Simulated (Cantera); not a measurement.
Charge: 1 mol MgO, 0.067 mol SO3, 0.1 mol O2, 1.2 mol SO2, equilibrated at 1273 K and 743 Torr.

Method: chemical equilibrium by Gibbs-energy minimisation in Cantera with the NASA 1993 tables (ideal gas, pure condensed phases). Candidate condensed phases: Mg, MgO, MgS, MgSO4, S; 14 gas species. Mutual solubility and eutectic melting of coexisting phases are not modelled. Equilibrium is a limit: real reactors are often held back by kinetics, nucleation or transport.

Base state: SO2 0.992, SO3 0.00605, O2 0.00173 (mole fractions); condensed: MgO(s) + MgSO4(s).

### Question
What changes in the equilibrium state with this change: 0.00076 mol NH3 added?

### Answer
```
species         before     after
-------------  -------  --------
SO2              0.992     0.991
SO3            0.00605   0.00605
O2             0.00173   0.00173
H2O                  0   0.00112
N2                   0  0.000374
MgO(s), mol      0.743     0.744
MgSO4(s), mol    0.257     0.256
```
Further candidate phases: H2O, H2SO4, Mg(OH)2.
